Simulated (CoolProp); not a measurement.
A Linde-Hampson liquefier for ethylene: isothermal reversible compression at 320 K from 1 atm to 25 MPa, throttling to 1 atm, return gas leaving the recuperator 5 K below the feed. Each further row changes one setting.

Model: reference Helmholtz-energy equation of state, Smukala 2000, in CoolProp.

```json
[
 {"case": "as stated", "liquid yield per pass": "(withheld)", "compression work (kJ/kg of gas)": "432"},
 {"case": "high pressure 50 MPa", "liquid yield per pass": "(withheld)", "compression work (kJ/kg of gas)": "(withheld)"},
 {"case": "warm-end temperature 350 K", "liquid yield per pass": "(withheld)", "compression work (kJ/kg of gas)": "498"},
 {"case": "warm-end gap 10 K", "liquid yield per pass": "(withheld)", "compression work (kJ/kg of gas)": "432"}
]
```

Fill in the missing entries.


- as stated, liquid yield per pass: 0.419
- high pressure 50 MPa, liquid yield per pass: 0.414
- high pressure 50 MPa, compression work (kJ/kg of gas): 491
- warm-end temperature 350 K, liquid yield per pass: 0.341
- warm-end gap 10 K, liquid yield per pass: 0.412
